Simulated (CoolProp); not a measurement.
R124 along the isobar 1.91 MPa: density (kg/m³) from the reference equation and from simpler models built on Tc = 395.4 K, pc = 3.624 MPa, ω = 0.288; each cubic takes its own stable root.

The numbers come from the reference Helmholtz-energy equation of state, de Vries 1995 in CoolProp.

```json
[
 {"T (K)": "290.6", "phase": "liquid", "reference": "1388", "van der Waals": "844.2", "Redlich-Kwong": "1212", "Soave-Redlich-Kwong": "1269", "Peng-Robinson": "1436"},
 {"T (K)": "303.4", "phase": "liquid", "reference": "1345", "van der Waals": "816.8", "Redlich-Kwong": "1164", "Soave-Redlich-Kwong": "1223", "Peng-Robinson": "1385"},
 {"T (K)": "316.2", "phase": "liquid", "reference": "1299", "van der Waals": "786.1", "Redlich-Kwong": "1113", "Soave-Redlich-Kwong": "?", "Peng-Robinson": "1329"},
 {"T (K)": "329", "phase": "liquid", "reference": "1249", "van der Waals": "750.5", "Redlich-Kwong": "1055", "Soave-Redlich-Kwong": "1115", "Peng-Robinson": "1264"},
 {"T (K)": "341.8", "phase": "liquid", "reference": "1192", "van der Waals": "?", "Redlich-Kwong": "987.6", "Soave-Redlich-Kwong": "1048", "Peng-Robinson": "1188"},
 {"T (K)": "354.7", "phase": "liquid", "reference": "1124", "van der Waals": "?", "Redlich-Kwong": "904.2", "Soave-Redlich-Kwong": "965.8", "Peng-Robinson": "1094"},
 {"T (K)": "367.5", "phase": "gas", "reference": "123.5", "van der Waals": "111.4", "Redlich-Kwong": "118.1", "Soave-Redlich-Kwong": "?", "Peng-Robinson": "124.3"},
 {"T (K)": "380.3", "phase": "gas", "reference": "?", "van der Waals": "104.2", "Redlich-Kwong": "108.7", "Soave-Redlich-Kwong": "109.7", "Peng-Robinson": "112.6"},
 {"T (K)": "393.1", "phase": "gas", "reference": "102.1", "van der Waals": "98.25", "Redlich-Kwong": "101.3", "Soave-Redlich-Kwong": "101.4", "Peng-Robinson": "103.9"},
 {"T (K)": "405.9", "phase": "gas", "reference": "95.26", "van der Waals": "93.12", "Redlich-Kwong": "95.19", "Soave-Redlich-Kwong": "94.78", "Peng-Robinson": "96.94"},
 {"T (K)": "418.7", "phase": "gas", "reference": "?", "van der Waals": "88.64", "Redlich-Kwong": "90.06", "Soave-Redlich-Kwong": "89.33", "Peng-Robinson": "91.24"},
 {"T (K)": "431.6", "phase": "gas", "reference": "85.03", "van der Waals": "84.64", "Redlich-Kwong": "85.60", "Soave-Redlich-Kwong": "84.66", "Peng-Robinson": "?"},
 {"T (K)": "444.4", "phase": "gas", "reference": "81.01", "van der Waals": "81.10", "Redlich-Kwong": "81.72", "Soave-Redlich-Kwong": "80.64", "Peng-Robinson": "82.19"},
 {"T (K)": "457.2", "phase": "gas", "reference": "77.49", "van der Waals": "77.90", "Redlich-Kwong": "78.28", "Soave-Redlich-Kwong": "77.11", "Peng-Robinson": "78.51"},
 {"T (K)": "470", "phase": "gas", "reference": "?", "van der Waals": "74.99", "Redlich-Kwong": "75.18", "Soave-Redlich-Kwong": "73.96", "Peng-Robinson": "75.25"}
]
```

**Question.** Complete the blanks.

**Answer.** 
- 316.2, Soave-Redlich-Kwong: 1172
- 341.8, van der Waals: 132.0
- 354.7, van der Waals: 120.2
- 367.5, Soave-Redlich-Kwong: 120.8
- 380.3, reference: 110.9
- 418.7, reference: 89.72
- 431.6, Peng-Robinson: 86.37
- 470, reference: 74.37

At some of these states van der Waals gives the other phase, because its saturation line lies elsewhere.
